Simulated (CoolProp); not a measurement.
Vapour-liquid equilibrium of R125 (1) + R227EA (2) at 324 kPa; x and y are mole fractions of (1).

The numbers come from the multi-fluid Helmholtz-energy mixture model, Lemmon 2005 and Lemmon 2016; pair parameters Bell 2016 in CoolProp.

```tsv
x	bubble temperature (°C)	y at the bubble point	dew temperature at overall composition x (°C)	liquid density (mol/L)
0.05	11.5	0.126	13.3	8.573
0.125	7.5	0.288	11.6	?
0.2	3.9	0.422	9.8	?
0.275	0.5	0.531	7.9	9.279
0.35	-2.6	0.622	5.9	9.517
0.425	-5.4	?	?	9.757
0.5	-8.0	0.760	1.5	10.000
0.575	-10.4	0.813	-1.0	10.25
0.65	-12.6	0.858	-3.6	10.50
0.725	-14.7	0.896	-6.6	10.75
0.8	-16.6	0.930	-9.8	11.02
0.875	-18.3	0.959	-13.5	11.29
0.95	-20.0	0.984	-17.8	11.56
```

Q: Complete the blanks.

A: 
- 0.125, liquid density (mol/L): 8.808
- 0.2, liquid density (mol/L): 9.043
- 0.425, y at the bubble point: 0.697
- 0.425, dew temperature at overall composition x (°C): 3.8

No azeotrope shows between x = 0.05 and 0.95.

Pair parameters are fitted to limited data, so mixtures are less certain than the pure fluids.
